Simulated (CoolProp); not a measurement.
The fluid at 473.02 K and 0.252 MPa flows at 16 m/s in a round tube of 10 mm bore and 45 µm roughness, fully developed (64/Re and Nu = 3.66 if laminar; Colebrook and Gnielinski if turbulent). The same conditions are run with several fluids, on thermodynamics alone (safety and materials aside).

The numbers come from the reference Helmholtz-energy equation of state of each fluid (n-heptane: Span 2003; nitrogen: Span 2000; R123: Younglove 1994; n-pentane: Thol 2019; R410A: Lemmon 2003) in CoolProp. Blends and air are pseudo-pure fits.

```tsv
fluid	Reynolds number	Darcy friction factor	pressure drop (Pa/m)	heat-transfer coefficient (W/(m² K))	mass flow (kg/h)
n-heptane	117000	0.0303	2630	1170	30.7
nitrogen	11400	0.0363	832	152	8.11
R123	97200	0.0305	3900	607	45.3
n-pentane	71500	0.0308	1870	835	21.5
R410A	37000	0.0320	1910	345	21.2
```

Transport values come from each fluid's own correlations; those of n-pentane are estimates that may be off by 10 % or more.
